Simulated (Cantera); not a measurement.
# Thermodynamics of silicon carbide growth, feed SiH₂Cl₂ + CH₄ + H₂

A closed system holds: 1 mol SiH₂Cl₂, 0.081 mol CH₄, 880 mol H₂, at 1573 K and 11.0 mbar.

Equilibrium computed with Cantera from the NASA thermochemical tables; the gas is ideal and each condensed phase is pure. Candidate condensed phases: C, C₆H₆, C₇H₈, C₈H₁₈, Si, SiC; 109 gas species. Mutual solubility and eutectic melting of coexisting phases are not modelled. The numbers say what is thermodynamically allowed, not how fast it happens.

The x(H₂) comes out as 0.997 and the x(HCl) is 0.00223. The x(H) comes out as 0.000387, the x(SiCl₂) comes out as 1.69e-5 and the x(Si) is 5.00e-6. The x(SiH₂) is 3.66e-6 and the x(SiH) comes out as 1.26e-6. The n(Si(s)) is 0.895 mol and the n(SiC(s)) is 0.0808 mol. The gas amount is 882.3 mol. The log10 activity of C(graphite) (absent) is -2.02.
